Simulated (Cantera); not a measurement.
A Cantera script and what it prints.

```python
import numpy as np
import cantera as ct

gas_names = [...]  # 95 gases of nasa_gas.yaml made of C, F, H
cond_names = """
    C(gr) C6H6(L) C7H8(L) C8H18(L),n-octa
""".split()


# ... load() reads the species with a 1 bar reference pressure and builds the phases ...
atoms = {
    'C2F6': {'C': 2, 'F': 6},
    'F2': {'F': 2},
    'H2': {'H': 2},
}
top_T = {'C(gr)': 4500}  # K; cautious upper limits of use, not melting points


# ... equilibrate(T, P, feed) seeds the gas with the atoms and calls Mixture.equilibrate('TP', solver="vcs", rtol=1e-11, max_steps=5000) ...
results = []
feed = {'C2F6': 1, 'F2': 0.04, 'H2': 8.2}  # mol
T = 1625  # K
P = 10000  # Pa
mix = equilibrate(T, P, feed)
results.append((T, P, feed, dict(zip(mix.species_names, mix.species_moles))))
print(gas.report(threshold=0.0001))
for i in range(1, mix.n_phases):
    print(f"{mix.phase(i).name:16s} {mix.phase_moles(i):12.5e} mol")
```

Result:

```
       temperature   1625 K
          pressure   10000 Pa
           density   0.0086949 kg/m^3
  mean mol. weight   11.748 kg/kmol
   phase of matter   gas

                          1 kg             1 kmol
                     ---------------   ---------------
          enthalpy         -9.11e+06       -1.0702e+08  J
   internal energy        -1.026e+07       -1.2053e+08  J
           entropy             19550        2.2967e+05  J/K
    Gibbs function       -4.0879e+07       -4.8023e+08  J
 heat capacity c_p            2790.6             32783  J/K
 heat capacity c_v            2082.9             24469  J/K

                      mass frac. Y      mole frac. X     chem. pot. / RT
                     ---------------   ---------------   ---------------
                 H        1.2968e-05        0.00015114            -10.96
                HF           0.92116            0.5409           -47.108
                H2          0.078751            0.4589           -21.921
     [  +92 minor]        8.0019e-05        4.7901e-05

C(gr)             1.99928e+00 mol
```

Cantera equilibrium calculation (NASA polynomials, part measured and part estimated; ideal gas, pure solids and liquids). The feed counts by its element totals alone.
